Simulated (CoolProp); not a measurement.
Vapour-liquid equilibrium of propylene (1) + n-hexane (2) at 0.0513 MPa; x and y are mole fractions of (1).

Computed with CoolProp (multi-fluid Helmholtz-energy mixture model, Lemmon 2013 and Thol 2019; pair parameters Bell 2016).

```tsv
x	bubble temperature, mixture model (K)	bubble temperature, Raoult's law (K)	y, mixture model	y, Raoult's law
0.05	274.4	284.9	0.877	0.796
0.2	241.5	247.7	0.985	0.980
0.35	232.1	233.8	0.994	0.994
0.5	225.9	225.8	0.997	0.998
0.65	220.7	220.2	0.999	0.999
0.8	216.3	215.9	0.999	1.000
0.95	212.6	212.6	1.000	1.000
```

The largest gap from Raoult's law is -10.5 K in bubble temperature, at x = 0.05. No azeotrope shows between x = 0.05 and 0.95.

The pair parameters rest on a limited set of measurements; away from them the model extrapolates. The gap from Raoult's law changes sign with composition, which may be real or a fault of the pair parameters; it wasn't checked against measurements.
